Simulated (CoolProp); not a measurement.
Computed with CoolProp (reference Helmholtz-energy equation of state, Lemmon 2013).

**Question.** For propylene, give the phase and the cp (kJ/(kg K)), speed of sound (m/s), conductivity (mW/(m K)) at 575 K and 0.041 MPa; 575 K and 1 MPa.

**Answer.** 
- 575 K and 0.041 MPa: gas; cp 2.50, speed of sound 351, conductivity 53.7
- 575 K and 1 MPa: gas; cp 2.52, speed of sound 347, conductivity 55.8

Thermal conductivity comes from a separate model (Huber 2003), an estimate that may be off by 10 % or more.
